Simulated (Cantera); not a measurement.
A Cantera script and its output.

```python
import numpy as np
import cantera as ct

gas = ct.Solution("gri30.yaml")
gas.TPX = 1248, 1000000, {'CO': 0.003, 'O2': 0.0078, 'H2O': 0.017, 'N2': 1}
inlet = ct.Reservoir(gas, clone=True)

reactor = ct.IdealGasConstPressureReactor(gas, energy="off", clone=False)
exhaust = ct.Reservoir(gas, clone=True)
tau = [0.38, 0.18, 0.083, 0.039, 0.018, 0.0085, 0.004, 0.0018, 0.00086, 0.0004][0]
for a, b in ((inlet, reactor), (reactor, exhaust)):
    ct.MassFlowController(a, b, mdot=lambda t: reactor.mass / tau)
net = ct.ReactorNet([reactor])
show = ['CO', 'O2', 'H2O', 'OH', 'HO2', 'NO']

rows = []
print(f"{'tau/s':>10s}{'T/K':>9s}" + "".join(f"{s:>11s}" for s in show))
for tau in [0.38, 0.18, 0.083, 0.039, 0.018, 0.0085, 0.004, 0.0018, 0.00086, 0.0004]:
    net.initial_time = 0.0
    net.advance(30 * tau)
    before = gas.X
    net.advance(40 * tau)
    drift = np.max(np.abs(gas.X - before) / (gas.X + 1e-9))
    rows.append([gas.T, *gas[show].X, drift])
    print(f"{tau:10.3e}{gas.T:9.1f}" + "".join(f"{x:11.3e}" for x in gas[show].X))
```

Result:

```
     tau/s      T/K         CO         O2        H2O         OH        HO2         NO
 3.800e-01   1248.0  1.974e-04  6.237e-03  1.656e-02  1.250e-06  9.912e-07  5.643e-09
 1.800e-01   1248.0  3.380e-04  6.307e-03  1.656e-02  1.447e-06  1.532e-06  6.121e-09
 8.300e-02   1248.0  5.616e-04  6.419e-03  1.655e-02  1.706e-06  2.263e-06  5.650e-09
 3.900e-02   1248.0  8.744e-04  6.575e-03  1.654e-02  2.003e-06  3.119e-06  4.354e-09
 1.800e-02   1248.0  1.291e-03  6.784e-03  1.653e-02  2.320e-06  4.067e-06  2.736e-09
 8.500e-03   1248.0  1.749e-03  7.012e-03  1.653e-02  2.591e-06  4.923e-06  1.427e-09
 4.000e-03   1248.0  2.181e-03  7.227e-03  1.652e-02  2.766e-06  5.563e-06  6.133e-10
 1.800e-03   1248.0  2.530e-03  7.398e-03  1.652e-02  2.786e-06  5.864e-06  2.123e-10
 8.600e-04   1248.0  2.731e-03  7.496e-03  1.653e-02  2.598e-06  5.726e-06  7.076e-11
 4.000e-04   1248.0  2.845e-03  7.550e-03  1.653e-02  2.090e-06  5.009e-06  1.875e-11
```

Detailed kinetics in Cantera: GRI-Mech 3.0 (53 species, 325 reactions).
